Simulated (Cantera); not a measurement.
Input (Python, Cantera) and output of one run.

```python
import numpy as np
import cantera as ct

gas_names = [...]  # 113 gases of nasa_gas.yaml made of C, H, O, Ta
cond_names = """
    C(gr) C6H6(L) C7H8(L) C8H18(L),n-octa H2O(s) H2O(L) Ta(cr) Ta(L) TaC(s) TaC(L) Ta2O5(s) Ta2O5(L)
""".split()


# ... load() reads the species with a 1 bar reference pressure and builds the phases ...
atoms = {
    'Ta2O5': {'Ta': 2, 'O': 5},
    'C': {'C': 1},
    'H2': {'H': 2},
}
top_T = {'C(gr)': 4500}  # K; cautious upper limits of use, not melting points


# ... equilibrate(T, P, feed) seeds the gas with the atoms and calls Mixture.equilibrate('TP', solver="vcs", rtol=1e-11, max_steps=5000) ...
results = []
feed = {'Ta2O5': 1, 'C': 0.44, 'H2': 6.6}  # mol
T = 2398.15  # K
P = 1500  # Pa
mix = equilibrate(T, P, feed)
results.append((T, P, feed, dict(zip(mix.species_names, mix.species_moles))))
x = sorted(zip(gas.X, gas.species_names), reverse=True)
print(f"T = {T:g} K  P = {P:g} Pa  gas = {mix.phase_moles(0):.4g} mol")
print("   x: " + "  ".join(f"{s} {v:.3e}" for v, s in x if v > 0.001))
print("   condensed (mol): " + ("  ".join(f"{mix.phase(i).name} {mix.phase_moles(i):.4g}"
      for i in range(1, mix.n_phases) if mix.phase_moles(i) > 1e-12) or "none"))
```

Result:

```
T = 2398.15 K  P = 1500 Pa  gas = 7.612 mol
   x: H2 8.042e-01  H 1.155e-01  CO 5.774e-02  TaO2 1.406e-02  H2O 5.001e-03  TaO 3.298e-03
   condensed (mol): Ta(cr) 0.1554  Ta2O5(L) 0.8562
```

Cantera equilibrium calculation (NASA polynomials, part measured and part estimated; ideal gas, pure solids and liquids). Mutual solubility and eutectic melting of coexisting phases are not modelled. Condensed phases not in the tables: Ta2C, N, O or C dissolved in the metal.
